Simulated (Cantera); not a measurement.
# Si2H6 + HCl + N2 (silicon epitaxy and polysilicon growth)

Charge: 1 mol Si2H6, 0.055 mol HCl, 3.6 mol N2, at 552 °C and 750 Torr.

These are equilibrium values from Cantera (NASA tables, ideal gas, pure condensed phases), not measurements of a reactor. Candidate condensed phases: NH4Cl, Si, Si3N4; 28 gas species. The feed counts by its element totals alone. N2 is the only nitrogen source here; it is nearly inert below about 1500 K, so the nitride shown seldom forms there in practice. Kinetics and transport are ignored.

The x(H2) is 0.563. The x(N2) is 0.426 and the x(HCl) is 0.0103. The x(NH3) comes out as 0.000645, the n(Si3N4(s)) is 0.667 mol and the gas amount comes out as 5.318 mol. The log10 activity of Si(s) (absent) is -9.70.
